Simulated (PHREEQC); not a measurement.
A made-up water analysis in mg/L, 56 °C, pH 6.95, pe 10.2:

```tsv
constituent	mg/L
Na	18.6
K	0.336
Ca	2.27
Mg	0.401
Cl	25.7
S(6) as SO4	1.77
Alkalinity as HCO3	11.2
N(5) as NO3	0.0899
Li	0.00368
O(0) (dissolved oxygen)	0.0719
Cu(2)	0.194
Zn	0.0993
Si as SiO2	0.0171
```

Valence states are taken as typed.

Computed with PHREEQC (ion-association model, wateq4f.dat).

Precipitation was switched off in this run.

Task: Predict the charge-balance error.

Result: charge-balance error 1.4 %.

Task: In which forms is C present?

Result: HCO3- 82 %, CO2 17 % of the C.

Examples of supersaturated solids here: Malachite, Cu(OH)2. Others may be too. Species that the database lacks are ignored. At this temperature some constants are extrapolated from 25 °C, and those without enthalpy data are left unchanged. The database's constant for dissolved Cu(OH)2 is higher than later reviews accept.
